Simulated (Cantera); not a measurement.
A jet of 6.87 % CH₄, 5.54 % O₂, 87.6 % N₂, equivalence ratio 2.5 at 300 K and 0.0270 bar hits a platinum plate 2.2 cm away at a mass flux of 0.063 kg/m²/s; the plate temperature is set and raised in steps from an oxygen-covered start.

Model: Deutschmann's 1995 Pt surface mechanism with GRI-Mech 3.0 gas chemistry, integrated in Cantera. Catalytic surfaces can have several steady states; this one follows from the mechanism file's or the stated starting coverage.

One state of this run: wall x CH₄ = 0.0251; wall x O₂ = 0.00770; wall x H₂O = 0.0423; wall x OH = <1e-8; wall x CO = 0.0454; wall x CO₂ = 5.32e-5; θ free Pt = 0.724; θ H* = 0.00152; θ CO* = 0.0386; θ C* = 0.236. x: mole fraction at the wall; θ: surface coverage.

### Question
Which value of plate T (K) does it belong to?
A. 1000
B. 1050
C. 900
D. 950

### Answer
A, 1000
